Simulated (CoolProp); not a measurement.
Model: reference Helmholtz-energy equation of state, Setzmann 1991, in CoolProp.

Give the vapour pressure (bar), liquid density (kg/m³), liquid cp (kJ/(kg K)), vapour Z of saturated methane at 149.3 K.


```
T (K)  p (bar)  liquid density (kg/m³)  liquid cp (kJ/(kg K))  vapour Z
-----  -------  ----------------------  ---------------------  --------
149.3     10.1                     359                   4.03     0.823
```
